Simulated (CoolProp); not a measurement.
A closed Brayton cycle with nitrogen: compressor inlet 327.15 K and 1 MPa, high pressure 2.25 MPa, turbine inlet 845 K, compressor efficiency 0.8, turbine efficiency 0.85, recuperator effectiveness 0.9 (on enthalpy, no pinch check). Each further row changes one setting.

Computed with CoolProp (reference Helmholtz-energy equation of state, Span 2000).

```csv
case,thermal efficiency (%),net work (kJ/kg),compressor to turbine work,compressor exit (K),turbine exit (K)
as stated,24.3,45.3,0.71,433.7,705.6
turbine inlet 795 K,20.8,?,?,433.7,662.6
compressor inlet 337.15 K,?,41.9,0.73,?,705.6
high pressure 1.91 MPa,?,41.0,0.68,410.2,731.7
recuperator effectiveness 0.5,?,45.3,0.71,433.7,705.6
```

Problem. What belongs in the gaps?

Solution. 
- turbine inlet 795 K, net work (kJ/kg): 35.9
- turbine inlet 795 K, compressor to turbine work: 0.76
- compressor inlet 337.15 K, thermal efficiency (%): 22.6
- compressor inlet 337.15 K, compressor exit (K): 446.8
- high pressure 1.91 MPa, thermal efficiency (%): 25.1
- recuperator effectiveness 0.5, thermal efficiency (%): 14.9
